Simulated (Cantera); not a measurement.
A Cantera script and its output.

```python
import numpy as np
import cantera as ct

surf = ct.Interface("ptcombust.yaml", "Pt_surf")
gas = surf.adjacent["gas"]
gas.TPX = 300, 28000, {'CH4': 0.017, 'O2': 0.1, 'N2': 0.79}
jet = ct.ImpingingJet(gas=gas, width=0.023, surface=surf)
jet.inlet.mdot, jet.inlet.T, jet.inlet.X = 0.14, 300, {'CH4': 0.017, 'O2': 0.1, 'N2': 0.79}
jet.set_refine_criteria(ratio=10, slope=0.2, curve=0.3)
show, cover = ['CH4', 'O2', 'H2O', 'OH', 'CO', 'CO2'], ["PT(S)", "H(S)", "O(S)", "OH(S)", "CO(S)", "C(S)"]

rows = []
print(f"{'Ts/K':>7s}" + "".join(f"{s:>11s}" for s in show + cover) + "   (gas at the wall, coverages)")
for i, Ts in enumerate([850, 900, 950, 1000, 1050, 1100, 1150]):
    jet.surface.T = Ts
    if i == 0:
        surf.TP = Ts, 28000
        surf.coverages = "PT(S):0.5, O(S):0.5"
        surf.advance_coverages(1.0)
        jet.set_initial_guess(products="inlet")
    jet.solve(loglevel=0, auto=(i == 0))
    rows.append([*(jet.X[gas.species_index(s), -1] for s in show), *surf[cover].coverages])
    print(f"{Ts:7g}" + "".join(f"{x:11.3e}" for x in rows[-1]))
```

Result:

```
   Ts/K        CH4         O2        H2O         OH         CO        CO2      PT(S)       H(S)       O(S)      OH(S)      CO(S)       C(S)   (gas at the wall, coverages)
    850  1.630e-02  1.050e-01  4.581e-03  3.125e-09  3.757e-06  2.988e-03  1.007e-01  1.431e-08  8.984e-01  9.000e-04  1.018e-05  2.600e-08
    900  1.362e-02  9.934e-02  9.574e-03  1.361e-08  4.491e-06  6.262e-03  1.525e-01  5.460e-08  8.463e-01  1.238e-03  9.981e-06  3.551e-08
    950  1.053e-02  9.280e-02  1.528e-02  4.539e-08  4.797e-06  1.002e-02  2.121e-01  1.564e-07  7.864e-01  1.451e-03  8.257e-06  3.952e-08
   1000  7.854e-03  8.713e-02  2.021e-02  1.273e-07  4.810e-06  1.327e-02  2.760e-01  3.611e-07  7.224e-01  1.518e-03  6.160e-06  3.850e-08
   1050  5.863e-03  8.293e-02  2.384e-02  3.124e-07  4.737e-06  1.567e-02  3.414e-01  7.156e-07  6.571e-01  1.479e-03  4.408e-06  3.508e-08
   1100  4.473e-03  8.003e-02  2.634e-02  6.919e-07  4.703e-06  1.733e-02  4.061e-01  1.273e-06  5.925e-01  1.381e-03  3.147e-06  3.119e-08
   1150  3.513e-03  7.805e-02  2.803e-02  1.404e-06  4.762e-06  1.846e-02  4.691e-01  2.098e-06  5.296e-01  1.258e-03  2.287e-06  2.770e-08
```

Detailed kinetics in Cantera: Deutschmann's 1995 Pt surface mechanism with GRI-Mech 3.0 gas chemistry. Catalytic surfaces can have several steady states; this one follows from the mechanism file's or the stated starting coverage.
